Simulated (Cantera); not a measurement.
Mixture: CH₄ : C₂H₆ : C₃H₈ : O₂ : N₂ = 1 : 0.03 : 0.031 : 1.41 : 5.31 (molar parts), at 3150 Torr, adiabatic and at constant pressure. Ignition delay is the time to a rise of 400 K.

Detailed kinetics in Cantera: GRI-Mech 3.0 (53 species, 325 reactions).

Problem. What does this change do: pressure from 3150 Torr to 11300 Torr?

Solution. 
```
quantity                                                before       after
--------------------------------------------------  ----------  ----------
delay at 1048 K                                        44.2 ms     10.6 ms
delay at 1148 K                                        11.5 ms     3.05 ms
delay at 1248 K                                        2.94 ms    0.945 ms
delay at 1348 K                                       0.794 ms    0.299 ms
delay at 1448 K                                       0.247 ms    0.101 ms
delay at 1548 K                                        90.7 µs     38.4 µs
delay at 1648 K                                        39.0 µs     16.5 µs
apparent activation energy between 1448 and 1648 K  180 kJ/mol  180 kJ/mol
```
The pressure lies above the range GRI-Mech 3.0 was tuned for (to about 10 atm).

Problem. What does this change do: 0.49 parts H2 added?

Solution. 
| quantity | before | after |
|---|---|---|
| delay at 1048 K | 44.2 ms | 5.18 ms |
| delay at 1148 K | 11.5 ms | 1.36 ms |
| delay at 1248 K | 2.94 ms | 0.543 ms |
| delay at 1348 K | 0.794 ms | 0.234 ms |
| delay at 1448 K | 0.247 ms | 0.103 ms |
| delay at 1548 K | 90.7 µs | 47.5 µs |
| delay at 1648 K | 39.0 µs | 23.8 µs |
| apparent activation energy between 1448 and 1648 K | 180 kJ/mol | 150 kJ/mol |
